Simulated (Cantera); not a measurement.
A closed system holds: 1 mol MgSO4, 0.64 mol C, 0.076 mol CO2, equilibrated at 1100 K and 2.60 bar.

Cantera equilibrium calculation (NASA polynomials, part measured and part estimated; ideal gas, pure solids and liquids). Candidate condensed phases: C, Mg, MgCO3, MgO, MgS, MgSO4, S; 26 gas species. Gases not in the tables: S3 to S7. The numbers say what is thermodynamically allowed, not how fast it happens.

Base state: SO2 0.522, CO2 0.433, S2 0.0384, S2O 0.00444, CO 0.00133, COS 0.000673, SO 6.27e-5 (mole fractions); condensed: MgO(s).

### Question
What changes in the equilibrium state with this change: temperature from 1100 K to 1550 K?

### Answer
```json
[
 {"species": "SO2", "before": "0.522", "after": "0.530"},
 {"species": "CO2", "before": "0.433", "after": "0.403"},
 {"species": "S2", "before": "0.0384", "after": "0.0313"},
 {"species": "CO", "before": "0.00133", "after": "0.0284"},
 {"species": "SO", "before": "6.27e-5", "after": "0.00284"},
 {"species": "S2O", "before": "0.00444", "after": "0.00340"},
 {"species": "COS", "before": "0.000673", "after": "0.000780"},
 {"species": "MgO(s), mol", "before": "1.00", "after": "1.00"}
]
```
